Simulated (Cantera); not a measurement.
An isothermal, constant-pressure homogeneous reactor starts with CH4 : H2 = 1 : 36 (molar parts), at 1975 K and 1.01 bar.

Detailed kinetics in Cantera: GRI-Mech 3.0 (53 species, 325 reactions). GRI-Mech 3.0 stops at C3 and has no aromatics, soot or wall deposition, so with more carbon than oxygen in the feed, carbon stays in small species such as C2H2 where larger ones or solid carbon would form.

x: mole fraction; the columns are a selection and need not sum to one.

| t (s) | x CH4 | x H2 | x C2H | x H | x C2H6 | x C2H2 | x CH2 |
|---|---|---|---|---|---|---|---|
| 0.000300 | 0.0250 | 0.972 | 1.30e-8 | 0.00131 | 5.60e-6 | 0.000561 | [?] |
| 0.00133 | 0.0207 | 0.975 | 6.35e-8 | 0.00132 | 3.85e-6 | 0.00274 | [?] |
| 0.00591 | 0.0117 | 0.979 | 1.69e-7 | 0.00134 | 1.25e-6 | 0.00724 | [?] |
| 0.0262 | 0.00418 | 0.983 | 2.59e-7 | 0.00135 | 1.77e-7 | 0.0110 | [?] |
| 0.116 | 0.00200 | 0.984 | 2.85e-7 | 0.00136 | 5.47e-8 | 0.0121 | 9.59e-8 |
| 0.516 | 0.00193 | 0.984 | 2.86e-7 | 0.00136 | 5.22e-8 | 0.0121 | 9.25e-8 |
| 2.29 | 0.00193 | 0.984 | 2.86e-7 | 0.00136 | 5.22e-8 | 0.0121 | 9.25e-8 |
| 10.2 | 0.00193 | 0.984 | 2.86e-7 | 0.00136 | 5.22e-8 | 0.0121 | 9.25e-8 |
| 45.1 | 0.00193 | 0.984 | 2.86e-7 | 0.00136 | 5.22e-8 | 0.0121 | 9.25e-8 |
| 200 | 0.00193 | 0.984 | 2.86e-7 | 0.00136 | 5.22e-8 | 0.0121 | 9.25e-8 |

Problem. Complete the blanks.

Solution. 
- 0.000300, x CH2: 1.04e-6
- 0.00133, x CH2: 8.78e-7
- 0.00591, x CH2: 5.22e-7
- 0.0262, x CH2: 1.96e-7
